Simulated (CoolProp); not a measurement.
Octamethylcyclotetrasiloxane (D4) along the isobar 0.945 MPa: density (kg/m³) from the reference equation and from simpler models built on Tc = 586.5 K, pc = 1.347 MPa, ω = 0.598; each cubic takes its own stable root.

Values from CoolProp's reference Helmholtz-energy equation of state, Thol 2015.

```
T (K)   phase  reference  van der Waals  Redlich-Kwong
-----  ------  ---------  -------------  -------------
302.6  liquid      947.0          538.0          793.6
320.8  liquid      926.4          528.9          778.1
339    liquid      905.5          519.5          761.8
357.3  liquid      884.2          509.6          744.5
375.5  liquid      862.7          499.3          726.2
393.7  liquid      840.8          488.4          706.9
411.9  liquid      818.2          476.8          686.3
430.1  liquid      794.9          464.4          664.3
448.3  liquid      770.6          451.0          640.6
466.5  liquid      745.1          436.3          614.9
484.7  liquid      717.8          419.8          586.5
502.9  liquid      688.1          400.9          554.6
```
